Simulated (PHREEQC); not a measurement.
Solution (25 °C): 0.0011 mol HF, 0.036 mol ZnSO4 and 0.00026 mol KCl per kg of water. Closed to the air; pH follows from the charge balance.

Equilibrium calculation in PHREEQC: ion-association model, phreeqc.dat.

```csv
quantity,before,after
pH,3.42,2.92
ionic strength (mol/kgw),0.0820,0.0843
Zn(SO4)2-2 (mol/kgw),0.00204,0.00197
F- (mol/kgw),0.000710,0.000990
HSO4- (mol/kgw),0.000335,0.00104
HF (mol/kgw),0.000308,0.00136
```

### Question
What was changed between the two runs?
A. HF replaced by H2SiF6 at the same molality
B. HF replaced by NaBF4 at the same molality
C. HF from 0.0011 to 0.00011 mol/kgw
D. KCl from 0.00026 to 2.6e-05 mol/kgw
E. temperature from 25 to 70 °C

### Answer
A, HF replaced by H2SiF6 at the same molality

No solid was allowed to form. Some of these states are supersaturated (in Quartz (slow to form), Chalcedony (slow to form), for instance). SiF6-2 is the database's only silicon fluoride.
